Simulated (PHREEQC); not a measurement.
Model water analysis in mg/L, 25 °C, pH 6.64, pe 10.4: Na 1.33; K 0.067; Ca 1.62; Mg 0.113; Cl 0.142; S(6) as SO4 4.01; Alkalinity as HCO3 4.04; Sr 0.0291; Br 0.013; Si as SiO2 0.0249; F 0.0826; Li 0.00233; Cd 0.0471.

Valence states are taken as typed.

The numbers come from PHREEQC with the ion-association model, wateq4f.dat.

Precipitation was switched off in this run.

Task: Predict the charge-balance error.

Result: charge-balance error -2.2 %.

Task: In which forms is C present?

Result: HCO3- 66 %, CO2 34 % of the C.

Complexes and solids missing from the database can't appear. SiF6-2 is the database's only silicon fluoride.
